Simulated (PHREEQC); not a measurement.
Solution (25 °C): 0.027 mol/kgw CsCl. It is in equilibrium with CO2 at log p = -3.4 (atm). Otherwise closed; pH follows from the charge balance.

Model: ion-association model, wateq4f.dat, run in PHREEQC.

This is a speciation only: nothing precipitates in the calculation.

Task: What pH does the model give?

Result: pH 5.61.

Task: In which forms is C present?

Result: CO2 83 %, HCO3- 17 % of the C.
